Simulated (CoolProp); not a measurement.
Properties of methane along the isotherm -148.05 °C.

The numbers come from the reference Helmholtz-energy equation of state, Setzmann 1991 in CoolProp.

```json
[
 {"p (bar)": "0.218", "phase": "gas", "Joule-Thomson coefficient (K/MPa)": "22.16", "Prandtl number": "[?]"},
 {"p (bar)": "0.388", "phase": "gas", "Joule-Thomson coefficient (K/MPa)": "22.31", "Prandtl number": "0.801"},
 {"p (bar)": "0.69", "phase": "gas", "Joule-Thomson coefficient (K/MPa)": "[?]", "Prandtl number": "0.805"},
 {"p (bar)": "1.23", "phase": "gas", "Joule-Thomson coefficient (K/MPa)": "22.88", "Prandtl number": "[?]"},
 {"p (bar)": "2.18", "phase": "gas", "Joule-Thomson coefficient (K/MPa)": "[?]", "Prandtl number": "0.825"},
 {"p (bar)": "3.88", "phase": "liquid", "Joule-Thomson coefficient (K/MPa)": "-0.3461", "Prandtl number": "1.94"},
 {"p (bar)": "6.9", "phase": "liquid", "Joule-Thomson coefficient (K/MPa)": "-0.3485", "Prandtl number": "1.94"},
 {"p (bar)": "12.3", "phase": "liquid", "Joule-Thomson coefficient (K/MPa)": "[?]", "Prandtl number": "1.94"},
 {"p (bar)": "21.8", "phase": "liquid", "Joule-Thomson coefficient (K/MPa)": "-0.3598", "Prandtl number": "1.94"},
 {"p (bar)": "38.8", "phase": "liquid", "Joule-Thomson coefficient (K/MPa)": "[?]", "Prandtl number": "1.94"},
 {"p (bar)": "69", "phase": "liquid", "Joule-Thomson coefficient (K/MPa)": "[?]", "Prandtl number": "1.94"}
]
```

Task: Fill in the missing entries.

Result: 
- 0.218, Prandtl number: 0.799
- 0.69, Joule-Thomson coefficient (K/MPa): 22.53
- 1.23, Prandtl number: 0.812
- 2.18, Joule-Thomson coefficient (K/MPa): 23.48
- 12.3, Joule-Thomson coefficient (K/MPa): -0.3527
- 38.8, Joule-Thomson coefficient (K/MPa): -0.3715
- 69, Joule-Thomson coefficient (K/MPa): -0.3898

Viscosity comes from a separate model (Quiñones-Cisneros 2006). Thermal conductivity comes from a separate model (Friend 1989).
